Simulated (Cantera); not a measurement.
An isothermal, constant-pressure homogeneous reactor starts with 73.5 % CH₄, 26.5 % CO₂, at 1625 K and 9.87 atm.

Cantera simulation using GRI-Mech 3.0 (53 species, 325 reactions); the numbers are that mechanism's predictions, not measurements. GRI-Mech 3.0 stops at C3 and has no aromatics, soot or wall deposition, so with more carbon than oxygen in the feed, carbon stays in small species such as C2H2 where larger ones or solid carbon would form.

x: mole fraction; the columns are a selection and need not sum to one.

```json
[
 {"t (s)": "0.000200", "x CH₄": "0.722", "x CO₂": "0.264", "x OH": "1.82e-9", "x C₂H₆": "?", "x HO₂": "<1e-12", "x CH₂CO": "2.65e-9", "x CH₂": "1.21e-8"},
 {"t (s)": "0.000455", "x CH₄": "0.701", "x CO₂": "0.262", "x OH": "4.33e-9", "x C₂H₆": "?", "x HO₂": "<1e-12", "x CH₂CO": "2.46e-8", "x CH₂": "1.55e-8"},
 {"t (s)": "0.00104", "x CH₄": "0.652", "x CO₂": "0.254", "x OH": "1.01e-8", "x C₂H₆": "?", "x HO₂": "<1e-12", "x CH₂CO": "1.99e-7", "x CH₂": "1.39e-8"},
 {"t (s)": "0.00236", "x CH₄": "0.564", "x CO₂": "0.237", "x OH": "2.17e-8", "x C₂H₆": "?", "x HO₂": "<1e-12", "x CH₂CO": "1.21e-6", "x CH₂": "1.05e-8"},
 {"t (s)": "0.00537", "x CH₄": "0.442", "x CO₂": "0.204", "x OH": "4.50e-8", "x C₂H₆": "?", "x HO₂": "<1e-12", "x CH₂CO": "4.56e-6", "x CH₂": "8.35e-9"},
 {"t (s)": "0.0122", "x CH₄": "0.309", "x CO₂": "0.148", "x OH": "9.50e-8", "x C₂H₆": "?", "x HO₂": "<1e-12", "x CH₂CO": "1.24e-5", "x CH₂": "8.36e-9"},
 {"t (s)": "0.0278", "x CH₄": "0.208", "x CO₂": "0.0741", "x OH": "1.81e-7", "x C₂H₆": "?", "x HO₂": "<1e-12", "x CH₂CO": "2.62e-5", "x CH₂": "1.04e-8"},
 {"t (s)": "0.0632", "x CH₄": "0.171", "x CO₂": "0.0291", "x OH": "2.28e-7", "x C₂H₆": "0.000452", "x HO₂": "<1e-12", "x CH₂CO": "3.33e-5", "x CH₂": "1.12e-8"},
 {"t (s)": "0.144", "x CH₄": "0.169", "x CO₂": "0.0218", "x OH": "1.95e-7", "x C₂H₆": "0.000437", "x HO₂": "<1e-12", "x CH₂CO": "2.71e-5", "x CH₂": "9.49e-9"},
 {"t (s)": "0.328", "x CH₄": "0.172", "x CO₂": "0.0174", "x OH": "1.39e-7", "x C₂H₆": "0.000416", "x HO₂": "<1e-12", "x CH₂CO": "1.83e-5", "x CH₂": "7.22e-9"},
 {"t (s)": "0.746", "x CH₄": "0.171", "x CO₂": "0.0111", "x OH": "8.04e-8", "x C₂H₆": "?", "x HO₂": "<1e-12", "x CH₂CO": "1.12e-5", "x CH₂": "5.30e-9"},
 {"t (s)": "1.70", "x CH₄": "0.166", "x CO₂": "0.00509", "x OH": "3.42e-8", "x C₂H₆": "?", "x HO₂": "<1e-12", "x CH₂CO": "7.11e-6", "x CH₂": "4.08e-9"},
 {"t (s)": "3.86", "x CH₄": "0.162", "x CO₂": "0.00125", "x OH": "8.11e-9", "x C₂H₆": "0.000301", "x HO₂": "<1e-12", "x CH₂CO": "5.43e-6", "x CH₂": "3.50e-9"},
 {"t (s)": "8.79", "x CH₄": "0.160", "x CO₂": "7.85e-5", "x OH": "5.04e-10", "x C₂H₆": "0.000291", "x HO₂": "<1e-12", "x CH₂CO": "5.02e-6", "x CH₂": "3.34e-9"},
 {"t (s)": "20.0", "x CH₄": "0.160", "x CO₂": "4.70e-6", "x OH": "3.04e-11", "x C₂H₆": "0.000290", "x HO₂": "<1e-12", "x CH₂CO": "4.99e-6", "x CH₂": "3.33e-9"}
]
```

Q: Fill in the missing entries.

A: 
- 0.000200, x C₂H₆: 0.00331
- 0.000455, x C₂H₆: 0.00467
- 0.00104, x C₂H₆: 0.00387
- 0.00236, x C₂H₆: 0.00234
- 0.00537, x C₂H₆: 0.00128
- 0.0122, x C₂H₆: 0.000743
- 0.0278, x C₂H₆: 0.000525
- 0.746, x C₂H₆: 0.000378
- 1.70, x C₂H₆: 0.000333
